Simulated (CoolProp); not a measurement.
Carbon dioxide along the isotherm 341 K: density (kg/m³) from the reference equation and from simpler models built on Tc = 304.1 K, pc = 7.377 MPa, ω = 0.224; each cubic takes its own stable root.

Computed with CoolProp (reference Helmholtz-energy equation of state, Span 1996).

```json
[
 {"p (MPa)": "1.23", "phase": "gas", "reference": "19.88", "Soave-Redlich-Kwong": "19.87", "Peng-Robinson": "19.99"},
 {"p (MPa)": "2.46", "phase": "gas", "reference": "41.57", "Soave-Redlich-Kwong": "41.49", "Peng-Robinson": "41.99"},
 {"p (MPa)": "3.69", "phase": "gas", "reference": "65.46", "Soave-Redlich-Kwong": "65.23", "Peng-Robinson": "66.42"},
 {"p (MPa)": "4.92", "phase": "gas", "reference": "92.11", "Soave-Redlich-Kwong": "91.57", "Peng-Robinson": "93.85"},
 {"p (MPa)": "6.15", "phase": "gas", "reference": "122.3", "Soave-Redlich-Kwong": "121.2", "Peng-Robinson": "125.0"},
 {"p (MPa)": "7.38", "phase": "supercritical", "reference": "157.2", "Soave-Redlich-Kwong": "154.9", "Peng-Robinson": "160.9"},
 {"p (MPa)": "8.61", "phase": "supercritical", "reference": "198.3", "Soave-Redlich-Kwong": "193.8", "Peng-Robinson": "202.6"},
 {"p (MPa)": "9.84", "phase": "supercritical", "reference": "247.8", "Soave-Redlich-Kwong": "239.0", "Peng-Robinson": "251.5"},
 {"p (MPa)": "11.1", "phase": "supercritical", "reference": "309.5", "Soave-Redlich-Kwong": "292.4", "Peng-Robinson": "309.2"}
]
```
